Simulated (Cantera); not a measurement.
Cantera run:

```python
import numpy as np
import cantera as ct

gas_names = [...]  # 92 gases of nasa_gas.yaml made of C, H, N
cond_names = """
    C(gr) C6H6(L) C7H8(L) C8H18(L),n-octa
""".split()


# ... load() reads the species with a 1 bar reference pressure and builds the phases ...
atoms = {
    'C': {'C': 1},
    'NH3': {'N': 1, 'H': 3},
}
top_T = {'C(gr)': 4500}  # K; cautious upper limits of use, not melting points


# ... equilibrate(T, P, feed) seeds the gas with the atoms and calls Mixture.equilibrate('TP', solver="vcs", rtol=1e-11, max_steps=5000) ...
results = []
feed = {'C': 1, 'NH3': 0.13}  # mol
T = 1248  # K
for P in [10, 46, 220, 1000, 4600, 22000, 100000, 460000, 2200000, 10000000]:
    mix = equilibrate(T, P, feed)
    results.append((T, P, feed, dict(zip(mix.species_names, mix.species_moles))))

top = {s: max(r[3][s] / sum(r[3][g] for g in gas_names) for r in results) for s in gas_names}
cols = sorted((s for s in top if top[s] > 1e-06), key=lambda s: -top[s])[:9]
seen = [c for c in cond_names if any(r[3].get(c, 0) > 1e-12 for r in results)]
print("log10 of partial pressures in bar; condensed amounts in mol")
print(f"{'P/Pa':>10s}" + "".join(f"{s[:9]:>10s}" for s in cols + seen))
for T, P, feed, n in results:
    ng = sum(n[g] for g in gas_names)
    print(f"{P:10.4g}" + "".join(f"{np.log10(max(n[s] / ng * P / 1e5, 1e-99)):10.3f}" for s in cols)
          + "".join(f"{n.get(c, 0):10.4g}" for c in seen))
```

Output:

```
log10 of partial pressures in bar; condensed amounts in mol
      P/Pa        H2        N2       CH4       NH3      C2H6       HCN         H      C2H4     CH3CN     C(gr)
        10    -4.125    -4.602   -10.203   -12.301   -19.270    -8.269    -8.393   -14.092   -14.923         1
        46    -3.462    -3.939    -8.877   -10.975   -17.281    -7.607    -8.062   -12.766   -13.597         1
       220    -2.783    -3.260    -7.518    -9.616   -15.242    -6.927    -7.722   -11.407   -12.238         1
      1000    -2.125    -2.602    -6.203    -8.301   -13.270    -6.269    -7.393   -10.092   -10.923         1
      4600    -1.462    -1.939    -4.878    -6.976   -11.282    -5.607    -7.062    -8.766    -9.597    0.9999
   2.2e+04    -0.784    -1.259    -3.520    -5.617    -9.245    -4.927    -6.722    -7.409    -8.239    0.9996
     1e+05    -0.129    -0.599    -2.212    -4.306    -7.283    -4.270    -6.395    -6.100    -6.928    0.9984
   4.6e+05     0.518     0.072    -0.916    -2.999    -5.340    -3.611    -6.072    -4.805    -5.621    0.9933
   2.2e+06     1.141     0.780     0.328    -1.712    -3.473    -2.945    -5.760    -3.560    -4.333     0.977
     1e+07     1.660     1.488     1.367    -0.579    -1.915    -2.332    -5.501    -2.522    -3.200     0.951
```

Method: chemical equilibrium by Gibbs-energy minimisation in Cantera with the NASA 1993 tables (ideal gas, pure condensed phases). The ideal-gas law is rough above about 30 bar.
